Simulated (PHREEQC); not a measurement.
Dissolve 0.12 mol HF and 0.1 mol H2SiF6 per kg of water at 25 °C. Closed to the air; pH follows from the charge balance.

Computed with PHREEQC (ion-association model, wateq4f.dat).

**Question.** The ionic strength comes out as 0.301 mol/kgw. What activity coefficients do SiF6-2, F-, HF2-, H+ get?

**Answer.** SiF6-2 0.26, F- 0.67, HF2- 0.67, H+ 0.78.

Precipitation was switched off in this run. wateq4f.dat counts part of the HF as a dimer, H2F2, which phreeqc.dat doesn't know; its constant is uncertain. SiF6-2 is the database's only silicon fluoride.
